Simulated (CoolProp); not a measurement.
Properties of decamethylcyclopentasiloxane (D5) along the isotherm 346.85 °C (Tc = 345.1 °C, pc = 1.078 MPa, ω = 0.631).

The numbers come from the reference Helmholtz-energy equation of state, Thol 2019 in CoolProp.

| p (MPa) | phase | density (kg/m³) | cp (kJ/(kg K)) | cv (kJ/(kg K)) | fugacity coefficient |
|---|---|---|---|---|---|
| 0.00852 | gas | 0.6145 | 1.953 | 1.930 | 0.9972 |
| 0.0138 | gas | 0.9971 | 1.953 | 1.930 | 0.9955 |
| 0.0222 | gas | 1.608 | 1.954 | 1.930 | 0.9927 |
| 0.0359 | gas | 2.613 | 1.955 | 1.931 | 0.9883 |
| 0.058 | gas | 4.253 | 1.957 | 1.932 | 0.9811 |
| 0.0938 | gas | 6.965 | 1.959 | 1.933 | 0.9694 |
| 0.152 | gas | 11.53 | 1.965 | 1.935 | 0.9506 |
| 0.245 | gas | 19.26 | 1.974 | 1.938 | 0.9208 |
| 0.395 | gas | 33.15 | 1.994 | 1.944 | 0.8731 |
| 0.639 | gas | 61.44 | 2.049 | 1.956 | 0.7963 |
| 1.03 | gas | 157.0 | 2.733 | 1.993 | 0.6706 |
| 1.67 | supercritical | 499.9 | 2.409 | 1.991 | 0.4651 |
| 2.69 | supercritical | 551.9 | 2.259 | 1.984 | 0.3317 |
